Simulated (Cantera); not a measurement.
An isothermal, constant-pressure homogeneous reactor starts with N₂O : N₂ = 1 : 1.1 (molar parts), at 1475 K and 1330 Pa. Integrator tolerance rtol = 1e-08.

Model: GRI-Mech 3.0 (53 species, 325 reactions), integrated in Cantera. GRI-Mech 3.0 was tuned for natural gas; its chemistry of N2O as a main component is partial and can be far from experiment. Radical loss at walls, strong at low pressure, is not modelled. The temperature is held fixed by assumption; the heat of reaction is taken as removed at once.

```
quantity                                           before                                     after
----------------  ---------------------------------------  ----------------------------------------
x(N₂O) at 1.00 s    0.247 (gas-phase equilibrium 7.59e-9)    0.476 (gas-phase equilibrium 7.27e-10)
x(O₂) at 1.00 s      0.0709 (gas-phase equilibrium 0.192)    0.000229 (gas-phase equilibrium 0.192)
x(O) at 1.00 s    5.62e-5 (gas-phase equilibrium 1.10e-5)   3.32e-7 (gas-phase equilibrium 9.54e-9)
x(N₂) at 1.00 s       0.639 (gas-phase equilibrium 0.807)       0.524 (gas-phase equilibrium 0.808)
x(NO) at 1.00 s    0.0436 (gas-phase equilibrium 0.00105)   3.36e-5 (gas-phase equilibrium 8.28e-5)
x(NO₂) at 1.00 s  5.65e-6 (gas-phase equilibrium 6.68e-7)  6.03e-10 (gas-phase equilibrium 2.61e-7)
```

Which change was made?
A) N2O 1 to 0.54 parts
B) N2O 1 to 0.27 parts
C) temperature 1475 to 1100 K
D) temperature 1475 to 1075 K

C, temperature 1475 to 1100 K
